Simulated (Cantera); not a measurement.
Feed: 1 mol (CH3)2SiCl2, 0.14 mol C2H4, 5.8 mol H2, at 10.0 Torr.

Method: chemical equilibrium by Gibbs-energy minimisation in Cantera with the NASA 1993 tables (ideal gas, pure condensed phases). Candidate condensed phases: C, C6H6, C7H8, C8H18, Si, SiC; 109 gas species. The feed counts by its element totals alone. Gases not in the tables: Si2H6 and higher silanes. Rates play no part.

Problem. What share of the Si ends up in condensed phases as a function of T (K), at 998, 1148, 1298, 1448, 1598, 1748, 1898, 2048, 2198, 2348, 2498?

Solution. 
```csv
T (K),Si condensed (%),as
998,84.9,SiC(s)
1148,97.6,SiC(s)
1298,99.3,SiC(s)
1448,99.0,SiC(s)
1598,98.2,SiC(s)
1748,97.0,SiC(s)
1898,95.4,SiC(s)
2048,93.1,SiC(s)
2198,87.3,SiC(s)
2348,61.4,SiC(s)
2498,0.0,-
```
